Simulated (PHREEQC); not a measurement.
3.2 g of hydrous ferric oxide (600 m²/g; 0.2 weak and 0.005 strong sites per Fe, Dzombak-Morel constants, diffuse double layer) in 1 kg of water with 0.05 mol/kgw of an inert sodium salt, at 25 °C; the pH is set by adding NaOH or the inert anion's acid. Oxygen is held at 0.21 atm. No CO2 enters from the air. Nothing may precipitate in this run.

Base run: PHREEQC, ion-association model, wateq4f.dat. Each further column changes one thing. The table gives surface charge σ (C/m²).

```json
[
 {"pH": "3", "base": "0.358", "background salt from 0.05 to 0.005 mol/kgw": "0.318", "oxide from 3.2 to 16 g/kgw": "0.360", "0.015 mol/kgw ZnCl2 added": "0.363"},
 {"pH": "4.33", "base": "0.260", "background salt from 0.05 to 0.005 mol/kgw": "0.159", "oxide from 3.2 to 16 g/kgw": "0.270", "0.015 mol/kgw ZnCl2 added": "0.290"},
 {"pH": "5", "base": "0.182", "background salt from 0.05 to 0.005 mol/kgw": "0.096", "oxide from 3.2 to 16 g/kgw": "0.189", "0.015 mol/kgw ZnCl2 added": "0.216"},
 {"pH": "6.33", "base": "0.067", "background salt from 0.05 to 0.005 mol/kgw": "0.028", "oxide from 3.2 to 16 g/kgw": "0.069", "0.015 mol/kgw ZnCl2 added": "0.161"},
 {"pH": "7.67", "base": "0.012", "background salt from 0.05 to 0.005 mol/kgw": "0.004", "oxide from 3.2 to 16 g/kgw": "0.012", "0.015 mol/kgw ZnCl2 added": "0.176"},
 {"pH": "9", "base": "-0.026", "background salt from 0.05 to 0.005 mol/kgw": "-0.009", "oxide from 3.2 to 16 g/kgw": "-0.026", "0.015 mol/kgw ZnCl2 added": "0.118"},
 {"pH": "9.67", "base": "-0.055", "background salt from 0.05 to 0.005 mol/kgw": "-0.022", "oxide from 3.2 to 16 g/kgw": "-0.056", "0.015 mol/kgw ZnCl2 added": "0.061"},
 {"pH": "11", "base": "-0.160", "background salt from 0.05 to 0.005 mol/kgw": "-0.085", "oxide from 3.2 to 16 g/kgw": "-0.165", "0.015 mol/kgw ZnCl2 added": "-0.004"}
]
```

The oxide is taken as insoluble; below pH 4 it would dissolve. In at least one series the solution becomes supersaturated in solids that the run did not let form, among them Zincite(c), Zn5(OH)8Cl2.
